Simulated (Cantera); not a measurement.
An isothermal, constant-pressure homogeneous reactor starts with 35.7 % NH3, 64.3 % N2, at 1850 K and 12000 Pa.

Model: the gas-phase N/H chemistry of the illustrative SiF4/NH3 mechanism in the Surface Chemkin manual (1991), integrated in Cantera. Walls and surfaces, which speed up NH3 decomposition in real reactors, are not modelled.

**Question.** Predict: x(NH3) at 2.00 s; x(H2) at 2.00 s; x(N2H2) at 2.00 s; x(N2H4) at 2.00 s; x(NH) at 2.00 s; x(N) at 2.00 s; x(N2) at 2.00 s.

**Answer.** 
```json
{
  "x(NH3) at 2.00 s": "0.0790 (gas-phase equilibrium 6.05e-7)",
  "x(H2) at 2.00 s": "0.307 (gas-phase equilibrium 0.394)",
  "x(N2H2) at 2.00 s": "2.11e-7 (gas-phase equilibrium <1e-12)",
  "x(N2H4) at 2.00 s": "3.22e-9 (gas-phase equilibrium <1e-12)",
  "x(NH) at 2.00 s": "3.00e-6 (gas-phase equilibrium 4.48e-10)",
  "x(N) at 2.00 s": "2.85e-7 (gas-phase equilibrium 1.94e-10)",
  "x(N2) at 2.00 s": "0.613 (gas-phase equilibrium 0.605)"
}
```
